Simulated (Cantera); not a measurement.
A closed system holds: 1 mol TiCl4, 1.1 mol O2, at 73.0 mbar.

These are equilibrium values from Cantera (NASA tables, ideal gas, pure condensed phases), not measurements of a reactor. Candidate condensed phases: Ti, TiCl2, TiCl3, TiCl4, TiO, TiO2, Ti2O3, Ti3O5, Ti4O7; 15 gas species. Equilibrium is a limit: real reactors are often held back by kinetics, nucleation or transport.

Over these rows the condensed part is TiO2(rutile). Partial pressures as log10 of bar:

```
T (K)  1000/T (1/K)  log p TiCl3  log p Cl2  log p Cl  log p O2
-----  ------------  -----------  ---------  --------  --------
1375         0.7273        -7.90      -1.20     -2.23     -2.45
1450         0.6897        -7.19      -1.23     -2.00     -2.44
1525         0.6557            ?      -1.28     -1.80     -2.43
1600         0.6250        -6.05      -1.35     -1.63     -2.43
1675         0.5970        -5.61      -1.44     -1.49     -2.44
1750         0.5714        -5.24      -1.56     -1.39     -2.46
```

### Question
Fit log p(TiCl3) = a + b·(1000/T) to the five rows, give the apparent enthalpy, and predict the row at 1525 K.

### Answer
Means: 1000/T = 0.6421, log p = -6.398. Sxy = -0.289030, Sxx = 0.0168497, so b = -17.15 and a = -6.398 − (-17.15)×0.6421 = 4.61.
Apparent enthalpy: −19.145 × (-17.15) = 328 kJ/mol. With the condensed phases at unit activity, TiO2(rutile) + 3/2 Cl2(g) = TiCl3(g) + O2(g) links this pressure to the main gases: over the six rows their terms move log p by -0.53 in all, so the slope isn't that reaction's ΔH° alone. The five rows lie within 0.06 of the line.
Prediction at 1525 K: 4.61 + (-17.15)×0.6557 = -6.64. The computed value is -6.57, 0.07 from the line.
